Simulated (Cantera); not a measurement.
Mixture: 12.9 % CH₄, 0.386 % C₂H₆, 0.398 % C₃H₈, 18.1 % O₂, 68.2 % N₂, equivalence ratio 1.6, at 15.0 bar, adiabatic and at constant pressure. Ignition delay is the time to a rise of 400 K.

Detailed kinetics in Cantera: GRI-Mech 3.0 (53 species, 325 reactions). The pressure lies above the range GRI-Mech 3.0 was tuned for (to about 10 atm).

### Question
Predict: delay at 1048 K; delay at 1148 K; delay at 1248 K; delay at 1348 K; delay at 1448 K; delay at 1548 K; delay at 1648 K; apparent activation energy between 1448 and 1648 K.

### Answer
| Item | Value |
|---|---|
| delay at 1048 K | 10.6 ms |
| delay at 1148 K | 3.05 ms |
| delay at 1248 K | 0.945 ms |
| delay at 1348 K | 0.299 ms |
| delay at 1448 K | 0.101 ms |
| delay at 1548 K | 38.4 µs |
| delay at 1648 K | 16.5 µs |
| apparent activation energy between 1448 and 1648 K | 180 kJ/mol |
